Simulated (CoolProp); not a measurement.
A single-stage vapour-compression cycle with R123: evaporating at 280.15 K (dew point), condensing at 315.15 K (bubble point), superheat 2 K, subcooling 5 K, compressor efficiency 0.65, no pressure losses. Each further row changes one setting.

Computed with CoolProp (reference Helmholtz-energy equation of state, Younglove 1994). It is a modified Benedict-Webb-Rubin equation, recast in Helmholtz form.

```json
[
 {"case": "as stated", "cooling COP": "4.75", "pressure ratio": "3.71", "discharge temperature (K)": "331.1", "refrigerating effect (kJ/kg)": "149", "volumetric capacity (kJ/m³)": "444"},
 {"case": "evaporating temperature 285.15 K", "cooling COP": "5.75", "pressure ratio": "[?]", "discharge temperature (K)": "328.6", "refrigerating effect (kJ/kg)": "[?]", "volumetric capacity (kJ/m³)": "552"},
 {"case": "condensing temperature 310.15 K", "cooling COP": "[?]", "pressure ratio": "3.14", "discharge temperature (K)": "324.8", "refrigerating effect (kJ/kg)": "155", "volumetric capacity (kJ/m³)": "460"},
 {"case": "subcooling 10 K", "cooling COP": "4.92", "pressure ratio": "3.71", "discharge temperature (K)": "331.1", "refrigerating effect (kJ/kg)": "155", "volumetric capacity (kJ/m³)": "460"},
 {"case": "superheat 12 K", "cooling COP": "4.78", "pressure ratio": "3.71", "discharge temperature (K)": "341.8", "refrigerating effect (kJ/kg)": "156", "volumetric capacity (kJ/m³)": "447"},
 {"case": "compressor efficiency 0.55", "cooling COP": "4.02", "pressure ratio": "3.71", "discharge temperature (K)": "338.8", "refrigerating effect (kJ/kg)": "149", "volumetric capacity (kJ/m³)": "444"}
]
```

Question: Complete the blanks.

Answer: 
- evaporating temperature 285.15 K, pressure ratio: 3.00
- evaporating temperature 285.15 K, refrigerating effect (kJ/kg): 153
- condensing temperature 310.15 K, cooling COP: 5.66
